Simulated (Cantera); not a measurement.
# Adiabatic ignition

An adiabatic, constant-volume homogeneous reactor starts with CH₄ : O₂ : N₂ : H₂O = 1 : 3.33 : 12.5 : 0.71 (molar parts), equivalence ratio 0.60, at 1250 K and 100000 Pa.

Model: GRI-Mech 3.0 (53 species, 325 reactions), integrated in Cantera.

| t (s) | T (K) | P (bar) | x CH₄ | x O₂ | x H₂O | x H₂ | x HCN | x OH | x C₂H₂ |
|---|---|---|---|---|---|---|---|---|---|
| 2.00e-6 | 1250 | 1.00 | 0.0570 | 0.190 | 0.0405 | 2.06e-11 | <1e-12 | 2.08e-11 | <1e-12 |
| 4.11e-6 | 1250 | 1.00 | 0.0570 | 0.190 | 0.0405 | 5.74e-11 | <1e-12 | 3.36e-11 | <1e-12 |
| 8.46e-6 | 1250 | 1.00 | 0.0570 | 0.190 | 0.0405 | 1.41e-10 | <1e-12 | 4.66e-11 | <1e-12 |
| 1.74e-5 | 1250 | 1.00 | 0.0570 | 0.190 | 0.0405 | 3.29e-10 | <1e-12 | 6.89e-11 | <1e-12 |
| 3.58e-5 | 1250 | 1.00 | 0.0570 | 0.190 | 0.0405 | 7.86e-10 | <1e-12 | 1.18e-10 | <1e-12 |
| 7.37e-5 | 1250 | 1.000 | 0.0570 | 0.190 | 0.0405 | 2.04e-9 | <1e-12 | 2.34e-10 | <1e-12 |
| 0.000152 | 1250 | 1.000 | 0.0570 | 0.190 | 0.0405 | 6.07e-9 | <1e-12 | 5.21e-10 | <1e-12 |
| 0.000312 | 1250 | 1.000 | 0.0570 | 0.190 | 0.0405 | 2.21e-8 | <1e-12 | 1.29e-9 | <1e-12 |
| 0.000641 | 1250 | 1.000 | 0.0570 | 0.190 | 0.0405 | 1.05e-7 | <1e-12 | 3.59e-9 | <1e-12 |
| 0.00132 | 1250 | 1.00 | 0.0570 | 0.190 | 0.0405 | 6.54e-7 | <1e-12 | 1.11e-8 | <1e-12 |
| 0.00271 | 1250 | 1.00 | 0.0570 | 0.190 | 0.0405 | 4.02e-6 | <1e-12 | 2.62e-8 | 1.98e-11 |
| 0.00558 | 1251 | 1.00 | 0.0568 | 0.190 | 0.0406 | 1.99e-5 | <1e-12 | 4.67e-8 | 5.19e-10 |
| 0.0115 | 1257 | 1.01 | 0.0560 | 0.189 | 0.0413 | 0.000129 | <1e-12 | 1.43e-7 | 1.52e-8 |
| 0.0236 | 2531 | 2.04 | <1e-12 | 0.0713 | 0.144 | 0.00262 | 1.34e-11 | 0.0122 | <1e-12 |
| 0.0486 | 2521 | 2.04 | <1e-12 | 0.0686 | 0.144 | 0.00255 | 1.78e-11 | 0.0118 | <1e-12 |
| 0.100 | 2521 | 2.04 | <1e-12 | 0.0686 | 0.144 | 0.00255 | 1.79e-11 | 0.0118 | <1e-12 |
x: mole fraction; the columns are a selection and need not sum to one.

```
Item                                                              Result
---------------------------------  -------------------------------------
time of steepest temperature rise                                18.6 ms
temperature at 0.100 s                                            2521 K
equilibrium temperature                                           2521 K
x(CH₄) at 0.100 s                  <1e-12 (gas-phase equilibrium <1e-12)
x(O₂) at 0.100 s                   0.0686 (gas-phase equilibrium 0.0686)
x(H₂O) at 0.100 s                    0.144 (gas-phase equilibrium 0.144)
```
